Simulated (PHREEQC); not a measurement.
Nickel, zinc or cadmium bath

Dissolve 0.019 mol/kgw CdSO4, 0.00016 mol/kgw Na2SO4 and 0.025 mol/kgw H2SO4 at 20 °C. Closed to the air; pH follows from the charge balance.

The numbers come from PHREEQC with the ion-association model, wateq4f.dat.

Each row changes one thing in this solution. No solid was allowed to form.

| case | pH | ionic strength (mol/kgw) | HSO4- (mol/kgw) | SO4-2 (mol/kgw) | NaSO4- (mol/kgw) | SI of Mirabilite (Na2SO4:10H2O) |
|---|---|---|---|---|---|---|
| as made | 1.58 | 0.0802 | 0.0185 | 0.0158 | 9.51e-6 | -8.06 |
| CdSO4 left out | 1.52 | 0.0452 | 0.0151 | 0.0100 | 7.23e-6 | -8.14 |
| 0.022 mol/kgw HNO3 added | 1.39 | 0.0992 | 0.0229 | 0.0133 | 7.56e-6 | -8.18 |
| temperature from 20 to 40 °C | 1.63 | 0.0757 | 0.0218 | 0.0133 | 9.01e-6 | -9.05 |
| diluted 10-fold with water | 2.41 | 0.0115 | 0.000762 | 0.00311 | 3.12e-7 | -10.43 |
| Na2SO4 from 0.00016 to 0.00024 mol/kgw | 1.58 | 0.0803 | 0.0185 | 0.0158 | 1.43e-5 | -7.71 |

Constants without temperature data keep their 25 °C values here.
